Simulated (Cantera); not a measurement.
Input (Python, Cantera):

```python
import numpy as np
import cantera as ct

gas = ct.Solution("gri30.yaml")
gas.TPX = 2000, 180000, {'NO': 1, 'N2': 5.8}
inlet = ct.Reservoir(gas, clone=True)

reactor = ct.IdealGasConstPressureReactor(gas, energy="off", clone=False)
exhaust = ct.Reservoir(gas, clone=True)
tau = [0.69, 0.38, 0.2, 0.11, 0.06, 0.033, 0.018, 0.0096, 0.0052, 0.0028, 0.0015][0]
for a, b in ((inlet, reactor), (reactor, exhaust)):
    ct.MassFlowController(a, b, mdot=lambda t: reactor.mass / tau)
net = ct.ReactorNet([reactor])
show = ['NO', 'NO2', 'N2O', 'O', 'O2']

rows = []
print(f"{'tau/s':>10s}{'T/K':>9s}" + "".join(f"{s:>11s}" for s in show))
for tau in [0.69, 0.38, 0.2, 0.11, 0.06, 0.033, 0.018, 0.0096, 0.0052, 0.0028, 0.0015]:
    net.initial_time = 0.0
    net.advance(30 * tau)
    before = gas.X
    net.advance(40 * tau)
    drift = np.max(np.abs(gas.X - before) / (gas.X + 1e-9))
    rows.append([gas.T, *gas[show].X, drift])
    print(f"{tau:10.3e}{gas.T:9.1f}" + "".join(f"{x:11.3e}" for x in gas[show].X))
```

It prints:

```
     tau/s      T/K         NO        NO2        N2O          O         O2
 6.900e-01   2000.0  9.359e-02  7.899e-05  4.479e-06  8.467e-05  2.661e-02
 3.800e-01   2000.0  1.116e-01  7.829e-05  6.261e-06  7.065e-05  1.763e-02
 2.000e-01   2000.0  1.261e-01  7.079e-05  7.955e-06  5.678e-05  1.036e-02
 1.100e-01   2000.0  1.350e-01  6.151e-05  9.092e-06  4.635e-05  5.951e-03
 6.000e-02   2000.0  1.403e-01  5.301e-05  9.814e-06  3.864e-05  3.282e-03
 3.300e-02   2000.0  1.433e-01  4.668e-05  1.021e-05  3.348e-05  1.792e-03
 1.800e-02   2000.0  1.450e-01  4.219e-05  1.039e-05  3.004e-05  9.583e-04
 9.600e-03   2000.0  1.460e-01  3.888e-05  1.041e-05  2.760e-05  4.919e-04
 5.200e-03   2000.0  1.465e-01  3.613e-05  1.028e-05  2.565e-05  2.491e-04
 2.800e-03   2000.0  1.467e-01  3.297e-05  9.946e-06  2.346e-05  1.185e-04
 1.500e-03   2000.0  1.469e-01  2.854e-05  9.335e-06  2.043e-05  5.050e-05
```

Computed with Cantera and GRI-Mech 3.0 (53 species, 325 reactions).
